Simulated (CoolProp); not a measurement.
Vapour-liquid equilibrium of R143a (1) + R236FA (2) at 189.6 K; x and y are mole fractions of (1).

Values from CoolProp's multi-fluid Helmholtz-energy mixture model, Lemmon and Jacobsen 2000 and Pan 2012; pair parameters Bell 2016.

Give the bubble pressure and the first vapour's composition at x = 0.2, 0.35, 0.875. Is there an azeotrope?

x = 0.2: 2.689 kPa, y = 0.858; x = 0.35: 4.440 kPa, y = 0.931; x = 0.875: 10.77 kPa, y = 0.995. No azeotrope shows between x = 0.05 and 0.95.

Pair parameters are fitted to limited data, so mixtures are less certain than the pure fluids.
